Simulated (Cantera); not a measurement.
Input (Python, Cantera):

```python
import numpy as np
import cantera as ct

gas = ct.Solution("gri30.yaml")


def delay(T, t_max=10):
    gas.TPX = T, 101325, {'CH4': 1, 'O2': 2.78, 'N2': 10.4}
    reactor = ct.IdealGasConstPressureReactor(gas, clone=False)
    net = ct.ReactorNet([reactor])
    net.rtol, net.atol = 1e-8, 1e-16
    while net.time < t_max:
        t_old, T_old = net.time, reactor.T
        net.step()
        if reactor.T > T + 400:  # ignition: a rise of 400 K
            return t_old + (T + 400 - T_old) / (reactor.T - T_old) * (net.time - t_old)
    return np.nan


taus = []
for T in [1100, 1150, 1200, 1250, 1300, 1350, 1400, 1450, 1500]:
    taus.append(delay(T))
    print(f"T0 = {T:6g} K   tau = {taus[-1]:.4e} s")
```

It prints:

```
T0 =   1100 K   tau = 1.7200e-01 s
T0 =   1150 K   tau = 7.9189e-02 s
T0 =   1200 K   tau = 3.7937e-02 s
T0 =   1250 K   tau = 1.8889e-02 s
T0 =   1300 K   tau = 9.7635e-03 s
T0 =   1350 K   tau = 5.2387e-03 s
T0 =   1400 K   tau = 2.9211e-03 s
T0 =   1450 K   tau = 1.6958e-03 s
T0 =   1500 K   tau = 1.0265e-03 s
```

Cantera simulation using GRI-Mech 3.0 (53 species, 325 reactions); the numbers are that mechanism's predictions, not measurements.
